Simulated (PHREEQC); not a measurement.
1 kg of water holding 0.34 mol/kgw NaOH, 0.044 mol/kgw NaCl, 0.53 mol/kgw Na2CO3 and 0.014 mol/kgw Na2SO4 is evaporated at 25 °C; the solids stay in contact with the brine. The system is closed to CO2. The run lets Burkeite, Halite, Mirabilite, Nahcolite, Natron, Thenardite, Trona precipitate or redissolve, and no other solid.

Equilibrium calculation in PHREEQC: Pitzer model, pitzer.dat.

```tsv
water left (kg)	ionic strength	water activity	Natron (mol)	Burkeite (mol)
1	2.02	0.966	0	0
0.8219	2.45	0.959	0	0
0.6755	2.98	0.951	0	0
0.5552	3.63	0.940	0	0
0.4563	4.42	0.926	0	0
0.375	5.38	0.908	0	0
0.3082	6.54	0.885	0	0
0.2533	7.96	0.854	0	0
0.1874	8.91	0.820	0.116	0
0.1282	10.2	0.765	0.238	0
0.1107	13.7	0.675	0.166	0
0.1156	17.2	0.603	0	0.00321
```

Natron from water left = 0.1874 kg (pH 14.45), last present at water left = 0.1107 kg; Burkeite from water left = 0.1156 kg (pH 15.02).
